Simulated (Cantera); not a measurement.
Thermodynamics of silicon epitaxy and polysilicon growth, feed Si2H6 + N2

Feed: 1 mol Si2H6, 30 mol N2, held at 1723.15 K and 1.80 mbar.

These are equilibrium values from Cantera (NASA tables, ideal gas, pure condensed phases), not measurements of a reactor. Candidate condensed phases: Si, Si3N4; 18 gas species. The feed counts by its element totals alone. The tables' values for SiN are old estimates; treat these amounts as uncertain. Rates play no part.

- x(N2): 0.908
- x(H2): 0.0901
- x(H): 0.00129
- x(Si): 0.000548
- x(Si2N): 2.18e-5
- x(SiN): 1.24e-5
- x(SiH): 1.00e-5
- x(Si2): 2.60e-6
- x(SiH2): 1.53e-6
- n(Si(l)): 1.98 mol
- gas amount: 33.04 mol
